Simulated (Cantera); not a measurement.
A closed system holds: 1 mol Si, 1.8 mol CO₂, 31 mol N₂, equilibrated at 3.60 Pa.

Cantera equilibrium calculation (NASA polynomials, part measured and part estimated; ideal gas, pure solids and liquids). Candidate condensed phases: C, Si, SiC, SiO₂, Si₂N₂O, Si₃N₄; 34 gas species. The tables hold silica as quartz up to 1696 K and as liquid above; real silica turns to tridymite and cristobalite and melts near 1996 K. Kinetics and transport are ignored.

What share of the Si ends up in condensed phases as a function of T (°C), at 1175, 1250, 1325, 1400, 1475, 1550, 1625, 1700?


| T (°C) | Si condensed (%) | as |
|---|---|---|
| 1175 | 79.9 | SiO₂(β-quartz) |
| 1250 | 79.0 | SiO₂(β-quartz) |
| 1325 | 74.8 | SiO₂(β-quartz) |
| 1400 | 62.1 | SiO₂(β-quartz) |
| 1475 | 36.4 | SiO₂(condensed) |
| 1550 | 0.0 | - |
| 1625 | 0.0 | - |
| 1700 | 0.0 | - |
